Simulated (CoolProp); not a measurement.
Vapour-liquid equilibrium of R143a (1) + R134a (2) at 0.196 bar; x and y are mole fractions of (1).

Values from CoolProp's multi-fluid Helmholtz-energy mixture model, Lemmon and Jacobsen 2000 and Tillner-Roth 1994; pair parameters Lemmon 2004.

| x | bubble temperature, mixture model (K) | bubble temperature, Raoult's law (K) | y, mixture model | y, Raoult's law |
|---|---|---|---|---|
| 0.05 | 214.7 | 214.7 | 0.144 | 0.147 |
| 0.15 | 211.7 | 211.7 | 0.369 | 0.374 |
| 0.25 | 209.1 | 209.0 | 0.533 | 0.538 |
| 0.35 | 206.8 | 206.7 | 0.655 | 0.659 |
| 0.45 | 204.7 | 204.6 | 0.748 | 0.751 |
| 0.55 | 202.8 | 202.8 | 0.819 | 0.821 |
| 0.65 | 201.2 | 201.1 | 0.876 | 0.877 |
| 0.75 | 199.7 | 199.6 | 0.920 | 0.922 |
| 0.85 | 198.3 | 198.3 | 0.957 | 0.958 |
| 0.95 | 197.0 | 197.0 | 0.987 | 0.987 |

The largest gap from Raoult's law is +0.1 K in bubble temperature, at x = 0.25. No azeotrope shows between x = 0.05 and 0.95.

The pair parameters rest on a limited set of measurements; away from them the model extrapolates.
